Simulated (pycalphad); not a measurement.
# Phase fractions of Si-81.1Cu (at.%)

Computed with pycalphad from the COST 507 light-alloy database (1999), at 1 atm. The data set is of 1999 and partly superseded. Phase fractions are per mole of atoms. Diffusion is slow at the low end, where real alloys seldom reach equilibrium.

```tsv
T (°C)	liquid	CU4SI_EPSILON	CU33SI7_DELTA	CU56SI11_GAMMA	CU19SI6_ETA	fcc
827	1.000	-	-	-	-	-
727	-	0.560	0.440	-	-	-
627	-	0.693	-	0.307	-	-
527	-	0.693	-	0.307	-	-
427	-	0.693	-	0.307	-	-
327	-	-	-	-	0.714	0.286
227	-	-	-	-	0.737	0.263
```

Database names, with the compositions (at.%) that they take in these runs: CU4SI_EPSILON: Cu 80 Si 20; CU33SI7_DELTA: Cu 82 Si 18; CU56SI11_GAMMA: Cu 84 Si 16; CU19SI6_ETA: Cu 76 Si 24.
